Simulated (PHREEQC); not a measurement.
**Silver or lead bath (model solution)**

Make-up at 25 °C: 0.47 mmol/kgw Ag2SO4, 4.7 mmol/kgw HNO3 and 0.12 mmol/kgw Zn(NO3)2. Closed to the air; pH follows from the charge balance.

Equilibrium calculation in PHREEQC: ion-association model, wateq4f.dat.

Each row changes one thing in this solution. No solid was allowed to form.

```csv
case,pH,SO4-2 (mol/kgw),HSO4- (mol/kgw),AgSO4- (mol/kgw),AgNO3 (mol/kgw),SI of Ag2O (Ag2O)
as made,2.37,0.000348,0.000113,4.56e-6,1.99e-6,-13.97
Ag2SO4 from 0.00047 to 0.00094 mol/kgw,2.38,0.000698,0.000215,1.77e-5,3.91e-6,-13.35
diluted 10-fold with water,3.34,4.50e-5,1.83e-6,7.35e-8,2.24e-8,-13.98
Zn(NO3)2 left out,2.37,0.000351,0.000114,4.64e-6,1.90e-6,-13.97
Zn(NO3)2 from 0.00012 to 0.0006 mol/kgw,2.37,0.000337,0.000106,4.28e-6,2.34e-6,-13.97
diluted 100-fold with water,4.33,4.68e-6,2.06e-8,8.26e-10,2.34e-10,-13.98
diluted 2-fold with water,2.66,0.000197,3.50e-5,1.41e-6,5.23e-7,-13.97
Zn(NO3)2 from 0.00012 to 0.000132 mol/kgw,2.37,0.000348,0.000112,4.55e-6,2.00e-6,-13.97
```
